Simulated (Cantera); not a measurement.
## CO + H2O + N2 + CO2 (carbon deposition, reforming and gasification)

Input: 1 mol CO, 0.29 mol H2O, 14 mol N2, 1.7 mol CO2, held at 79.0 bar.

These are equilibrium values from Cantera (NASA tables, ideal gas, pure condensed phases), not measurements of a reactor. Candidate condensed phases: C, C6H6, C7H8, C8H18, H2O; 136 gas species. The ideal-gas law is rough above about 30 bar. The numbers say what is thermodynamically allowed, not how fast it happens.

| T (°C) | x N2 | x CO2 | x CO | x H2O | x NO | x H2 |
|---|---|---|---|---|---|---|
| 2100 | 0.824 | 0.101 | 0.0575 | 0.0155 | 0.000146 | 0.00151 |
| 2150 | 0.824 | 0.101 | 0.0577 | 0.0155 | 0.000213 | 0.00148 |
| 2200 | 0.824 | 0.101 | 0.0578 | 0.0155 | 0.000306 | 0.00145 |
| 2250 | 0.823 | 0.101 | 0.0581 | 0.0154 | 0.000434 | 0.00142 |
| 2300 | 0.823 | 0.100 | 0.0584 | 0.0154 | 0.000603 | 0.00140 |
| 2350 | 0.823 | 0.1000 | 0.0588 | 0.0154 | 0.000826 | 0.00138 |
| 2400 | 0.822 | 0.0994 | 0.0593 | 0.0153 | 0.00111 | 0.00137 |
| 2450 | 0.822 | 0.0986 | 0.0600 | 0.0152 | 0.00148 | 0.00136 |
| 2500 | 0.821 | 0.0976 | 0.0609 | 0.0150 | 0.00192 | 0.00136 |
| 2550 | 0.820 | 0.0964 | 0.0621 | 0.0149 | 0.00247 | 0.00137 |
x: gas mole fraction; nothing condenses.

From 2100 °C to 2550 °C nothing is condensed. The main C-bearing gas is CO2 throughout.
